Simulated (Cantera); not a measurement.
Input: 1 mol SiH2Cl2, 11 mol NH3, 3.9 mol H2, equilibrated at 14.0 mbar.

Method: chemical equilibrium by Gibbs-energy minimisation in Cantera with the NASA 1993 tables (ideal gas, pure condensed phases). Candidate condensed phases: NH4Cl, Si, Si3N4; 28 gas species. The tables' values for SiCl, SiCl3 are old estimates; treat these amounts as uncertain. Gases not in the tables: Si2H6 and higher silanes. Rates play no part. All values below are at 1525 °C.

Base state: H2 0.739, N2 0.197, HCl 0.0501, SiCl2 0.0105, H 0.00256, Si 0.000220, SiCl 0.000133, Cl 0.000133 (mole fractions); condensed: Si(l).

What changes in the equilibrium state with this change: pressure from 14.0 mbar to 1.00 bar?


| species | before | after |
|---|---|---|
| H2 | 0.739 | 0.750 |
| N2 | 0.197 | 0.179 |
| HCl | 0.0501 | 0.0679 |
| SiCl2 | 0.0105 | 0.00250 |
| Si | 0.000220 | 4.05e-7 |
| SiH | 2.57e-5 | 4.03e-7 |
| SiCl | 0.000133 | 2.78e-6 |
| SiHCl3 | 7.75e-7 | 1.78e-5 |
| Si(l), mol | 0.693 | 0 |
| Si3N4(s), mol | 0 | 0.309 |
The tables' values for SiCl3 are old estimates; treat these amounts as uncertain.
